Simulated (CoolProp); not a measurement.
Vapour-liquid equilibrium of propylene (1) + R142b (2) at 34.75 °C; x and y are mole fractions of (1).

Values from CoolProp's multi-fluid Helmholtz-energy mixture model, Lemmon 2013 and Lemmon 2006; pair parameters Bell 2016.

```json
[
 {"x": "0.05", "bubble pressure (MPa)": "___", "y at the bubble point": "0.139", "dew pressure at overall composition x (MPa)": "0.4692", "liquid density (mol/L)": "10.85"},
 {"x": "0.125", "bubble pressure (MPa)": "0.5877", "y at the bubble point": "0.302", "dew pressure at overall composition x (MPa)": "0.4993", "liquid density (mol/L)": "10.92"},
 {"x": "0.2", "bubble pressure (MPa)": "0.6701", "y at the bubble point": "0.428", "dew pressure at overall composition x (MPa)": "0.5333", "liquid density (mol/L)": "10.98"},
 {"x": "0.275", "bubble pressure (MPa)": "0.7516", "y at the bubble point": "0.526", "dew pressure at overall composition x (MPa)": "0.5721", "liquid density (mol/L)": "___"},
 {"x": "0.35", "bubble pressure (MPa)": "0.8313", "y at the bubble point": "0.605", "dew pressure at overall composition x (MPa)": "0.6167", "liquid density (mol/L)": "11.10"},
 {"x": "0.425", "bubble pressure (MPa)": "0.9089", "y at the bubble point": "0.671", "dew pressure at overall composition x (MPa)": "0.6683", "liquid density (mol/L)": "11.15"},
 {"x": "0.5", "bubble pressure (MPa)": "0.9844", "y at the bubble point": "0.727", "dew pressure at overall composition x (MPa)": "0.7285", "liquid density (mol/L)": "11.21"},
 {"x": "0.575", "bubble pressure (MPa)": "1.058", "y at the bubble point": "0.775", "dew pressure at overall composition x (MPa)": "0.7993", "liquid density (mol/L)": "11.27"},
 {"x": "0.65", "bubble pressure (MPa)": "1.130", "y at the bubble point": "0.819", "dew pressure at overall composition x (MPa)": "0.8831", "liquid density (mol/L)": "11.32"},
 {"x": "0.725", "bubble pressure (MPa)": "1.201", "y at the bubble point": "___", "dew pressure at overall composition x (MPa)": "0.9820", "liquid density (mol/L)": "11.38"},
 {"x": "0.8", "bubble pressure (MPa)": "1.271", "y at the bubble point": "0.899", "dew pressure at overall composition x (MPa)": "1.097", "liquid density (mol/L)": "11.44"},
 {"x": "0.875", "bubble pressure (MPa)": "1.341", "y at the bubble point": "0.936", "dew pressure at overall composition x (MPa)": "1.228", "liquid density (mol/L)": "11.50"},
 {"x": "0.95", "bubble pressure (MPa)": "1.413", "y at the bubble point": "0.974", "dew pressure at overall composition x (MPa)": "1.367", "liquid density (mol/L)": "11.57"}
]
```

**Question.** Complete the blanks.

**Answer.** 
- 0.05, bubble pressure (MPa): 0.5053
- 0.275, liquid density (mol/L): 11.04
- 0.725, y at the bubble point: 0.860

No azeotrope shows between x = 0.05 and 0.95.

The pair parameters rest on a limited set of measurements; away from them the model extrapolates.
